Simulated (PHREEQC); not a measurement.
Phosphoric acid bath

A solution holds 13 mmol/kgw NaH2PO4 and 3.7 mmol/kgw HF, at 90 °C. Closed to the air; pH follows from the charge balance.

Computed with PHREEQC (ion-association model, phreeqc.dat).

Each row changes one thing in this solution. This is a speciation only: nothing precipitates in the calculation.

| case | pH | ionic strength (mol/kgw) | HF (mol/kgw) | F- (mol/kgw) | H3PO4 (mol/kgw) | HF2- (mol/kgw) |
|---|---|---|---|---|---|---|
| as made | 3.46 | 0.0134 | 0.00229 | 0.00138 | 0.00101 | 1.31e-5 |
| temperature from 90 to 50 °C | 3.26 | 0.0136 | 0.00196 | 0.00170 | 0.00112 | 1.45e-5 |
| 0.00063 mol/kgw HNO3 added | 3.34 | 0.0135 | 0.00251 | 0.00116 | 0.00130 | 1.20e-5 |
| HF from 0.0037 to 0.00555 mol/kgw | 3.35 | 0.0135 | 0.00374 | 0.00175 | 0.00128 | 2.70e-5 |
| 0.00073 mol/kgw KCl added | 3.46 | 0.0141 | 0.00229 | 0.00138 | 0.00101 | 1.31e-5 |

Constants without temperature data keep their 25 °C values here.
